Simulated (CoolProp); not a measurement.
A simple Rankine cycle with dimethyl ether: condensing at 328.15 K, boiler at 3.16 MPa, turbine inlet 373 K, turbine efficiency 0.7, pump efficiency 0.6, no recuperator. Each further row changes one setting.

Values from CoolProp's reference Helmholtz-energy equation of state, Wu 2011.

```
case                             thermal efficiency (%)  net work (kJ/kg)  heat in (kJ/kg)  turbine exit temperature (K)  volume ratio over the turbine
-------------------------------  ----------------------  ----------------  ---------------  ----------------------------  -----------------------------
as stated                                           6.2              22.8              370                         328.2                           2.71
turbine inlet 393 K                                 6.5              27.6              424                         351.9                           2.58
condensing temperature 320.15 K                     7.3              28.5              391                         320.2                           3.31
boiler pressure 2.21 MPa                            4.2              17.3              409                         349.6                           1.75
turbine efficiency 0.6                              5.1              18.8              370                         328.7                           2.74
```

The expansion ends wet for: as stated; condensing temperature 320.15 K.
